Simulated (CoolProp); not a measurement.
Vapour-liquid equilibrium of 1-butene (1) + n-perfluorobutane (2) at 337.1 K; x and y are mole fractions of (1).

Values from CoolProp's multi-fluid Helmholtz-energy mixture model, Lemmon 2005 and Gao 2022; pair parameters Bell 2016.

```json
[
 {"x": "0.05", "bubble pressure, mixture model (kPa)": "867.0", "bubble pressure, Raoult's law (kPa)": "795.7", "y, mixture model": "[?]", "y, Raoult's law": "0.053"},
 {"x": "0.125", "bubble pressure, mixture model (kPa)": "981.1", "bubble pressure, Raoult's law (kPa)": "798.9", "y, mixture model": "0.247", "y, Raoult's law": "0.131"},
 {"x": "0.2", "bubble pressure, mixture model (kPa)": "1086", "bubble pressure, Raoult's law (kPa)": "802.1", "y, mixture model": "0.354", "y, Raoult's law": "0.208"},
 {"x": "0.275", "bubble pressure, mixture model (kPa)": "1171", "bubble pressure, Raoult's law (kPa)": "805.3", "y, mixture model": "0.434", "y, Raoult's law": "0.286"},
 {"x": "0.35", "bubble pressure, mixture model (kPa)": "1232", "bubble pressure, Raoult's law (kPa)": "808.5", "y, mixture model": "[?]", "y, Raoult's law": "0.362"},
 {"x": "0.425", "bubble pressure, mixture model (kPa)": "1269", "bubble pressure, Raoult's law (kPa)": "811.7", "y, mixture model": "0.533", "y, Raoult's law": "0.438"},
 {"x": "0.5", "bubble pressure, mixture model (kPa)": "1288", "bubble pressure, Raoult's law (kPa)": "814.9", "y, mixture model": "0.562", "y, Raoult's law": "0.513"},
 {"x": "0.575", "bubble pressure, mixture model (kPa)": "[?]", "bubble pressure, Raoult's law (kPa)": "818.1", "y, mixture model": "0.584", "y, Raoult's law": "0.588"},
 {"x": "0.65", "bubble pressure, mixture model (kPa)": "1291", "bubble pressure, Raoult's law (kPa)": "821.3", "y, mixture model": "0.600", "y, Raoult's law": "0.662"},
 {"x": "0.725", "bubble pressure, mixture model (kPa)": "1282", "bubble pressure, Raoult's law (kPa)": "824.5", "y, mixture model": "0.615", "y, Raoult's law": "0.735"},
 {"x": "0.8", "bubble pressure, mixture model (kPa)": "1260", "bubble pressure, Raoult's law (kPa)": "827.6", "y, mixture model": "0.637", "y, Raoult's law": "0.808"},
 {"x": "0.875", "bubble pressure, mixture model (kPa)": "1200", "bubble pressure, Raoult's law (kPa)": "830.8", "y, mixture model": "0.683", "y, Raoult's law": "0.881"},
 {"x": "0.95", "bubble pressure, mixture model (kPa)": "[?]", "bubble pressure, Raoult's law (kPa)": "834.0", "y, mixture model": "[?]", "y, Raoult's law": "0.952"}
]
```

**Question.** Fill in the missing entries.

**Answer.** 
- 0.05, y, mixture model: 0.109
- 0.35, y, mixture model: 0.491
- 0.575, bubble pressure, mixture model (kPa): 1294
- 0.95, bubble pressure, mixture model (kPa): 1043
- 0.95, y, mixture model: 0.801

The largest gap from Raoult's law is +58.2 % in bubble pressure, at x = 0.575. y crosses x between x = 0.575 and 0.65: the model has an azeotrope there.

The pair parameters rest on a limited set of measurements; away from them the model extrapolates. With so large a gap from Raoult's law the liquid may split in two, which this calculation doesn't test in full.
